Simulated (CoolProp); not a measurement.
Vapour-liquid equilibrium of propylene (1) + isobutane (2) at -21.35 °C; x and y are mole fractions of (1).

Computed with CoolProp (multi-fluid Helmholtz-energy mixture model, Lemmon 2013 and Bücker 2006; pair parameters Bell 2016).

Give the bubble pressure and the first vapour's composition at x = 0.05, 0.2, 0.35. Is there an azeotrope?

x = 0.05: 0.08328 MPa, y = 0.211; x = 0.2: 0.1123 MPa, y = 0.482; x = 0.35: 0.1345 MPa, y = 0.629. No azeotrope shows between x = 0.05 and 0.95.

The pair parameters rest on a limited set of measurements; away from them the model extrapolates. The gap from Raoult's law changes sign with composition, which may be real or a fault of the pair parameters; it wasn't checked against measurements.
